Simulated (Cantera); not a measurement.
**Thermodynamics of silicon carbide growth, feed SiHCl3 + C2H4 + H2**

Feed: 1 mol SiHCl3, 0.47 mol C2H4, 330 mol H2, equilibrated at 668 Torr.

Cantera equilibrium calculation (NASA polynomials, part measured and part estimated; ideal gas, pure solids and liquids). Candidate condensed phases: C, C6H6, C7H8, C8H18, Si, SiC; 109 gas species. The tables' values for SiCl, SiCl3 are old estimates; treat these amounts as uncertain. Gases not in the tables: Si2H6 and higher silanes. Rates play no part.

From 950 °C to 2150 °C the condensed part is SiC(s). At 2250 °C nothing is condensed. The main Si-bearing gas is SiCl2 at 950 °C and Si at 2250 °C.

```
T (°C)  log p H2  log p H  log p HCl  log p Si  log p C2H2 (acetylene)  n SiC(s)
------  --------  -------  ---------  --------  ----------------------  --------
950        -0.05    -6.55      -2.12    -11.83                  -11.60     0.923
1050       -0.05    -5.83      -2.12    -10.20                  -10.79     0.931
1150       -0.05    -5.20      -2.12     -8.93                   -9.85     0.932
1250       -0.05    -4.66      -2.12     -7.86                   -8.94     0.933
1350       -0.05    -4.19      -2.12     -6.95                   -8.11     0.933
1450       -0.05    -3.77      -2.11     -6.16                   -7.34     0.933
1550       -0.05    -3.39      -2.11     -5.49                   -6.60     0.932
1650       -0.05    -3.05      -2.11     -4.94                   -5.84     0.929
1750       -0.06    -2.75      -2.11     -4.49                   -5.05     0.920
1850       -0.06    -2.47      -2.11     -4.09                   -4.35     0.888
1950       -0.06    -2.22      -2.11     -3.67                   -3.80     0.795
2050       -0.06    -1.99      -2.11     -3.26                   -3.37     0.568
2150       -0.06    -1.78      -2.12     -2.88                   -2.99    0.0424
2250       -0.07    -1.59      -2.12     -2.79                   -2.96         0
```
log p: log10 of the partial pressure in bar; n: condensed amount in mol.
